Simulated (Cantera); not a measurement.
A diamond (100) surface in a fixed gas of H2 with x(CH4) = 0.0049, x(H) = 0.0031, x(CH3) = 8.2e-05, at 1173 K; coverages are run to steady state.

Model: the Harris–Goodwin 1993 mechanism for the reconstructed diamond (100) surface, integrated in Cantera.

θ: site fractions in the mechanism's names (c6HH fully hydrogenated, c6H* and c6*H radical sites, c6** diradical, c6HM methylated).

| P (Pa) | growth (µm/h) | θ c6HH | θ c6H* | θ c6*H | θ c6** | θ c6HM |
|---|---|---|---|---|---|---|
| 360 | 0.0240 | 0.463 | 0.0353 | 0.476 | 0.0249 | 0.000196 |
| 640 | ? | 0.463 | 0.0353 | 0.476 | 0.0249 | ? |
| 1100 | 0.116 | 0.463 | 0.0352 | 0.476 | 0.0249 | 0.000569 |
| 2000 | ? | 0.462 | 0.0352 | 0.476 | 0.0249 | ? |
| 3500 | 0.722 | 0.462 | 0.0352 | 0.475 | 0.0248 | 0.00155 |
| 6200 | 1.79 | 0.461 | 0.0352 | 0.475 | 0.0248 | 0.00235 |
| 11000 | 4.28 | 0.461 | 0.0351 | 0.474 | 0.0248 | 0.00332 |
| 19000 | 9.30 | 0.460 | 0.0351 | 0.473 | 0.0247 | 0.00429 |

Task: What belongs in the gaps?

Result: 
- 640, growth (µm/h): 0.0525
- 640, θ c6HM: 0.000342
- 2000, growth (µm/h): 0.295
- 2000, θ c6HM: 0.000973
